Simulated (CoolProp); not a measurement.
A single-stage vapour-compression cycle with vinyl chloride: evaporating at 276.15 K (dew point), condensing at 304.15 K (bubble point), superheat 2 K, subcooling 5 K, compressor efficiency 0.85, no pressure losses. Each further row changes one setting.

Values from CoolProp's reference Helmholtz-energy equation of state, Thol 2022.

| case | cooling COP | pressure ratio | discharge temperature (K) | refrigerating effect (kJ/kg) | volumetric capacity (kJ/m³) |
|---|---|---|---|---|---|
| as stated | 7.82 | 2.44 | 327.9 | 308 | 1680 |
| evaporating temperature 281.15 K | 9.83 | 2.05 | 323.4 | 312 | 2000 |
| condensing temperature 299.15 K | 9.67 | 2.11 | 319.6 | 316 | 1730 |
| subcooling 10 K | 8.01 | 2.44 | 327.9 | 316 | 1730 |
| superheat 12 K | 7.73 | 2.44 | 338.4 | 317 | 1660 |
| compressor efficiency 0.75 | 6.90 | 2.44 | 333.2 | 308 | 1680 |
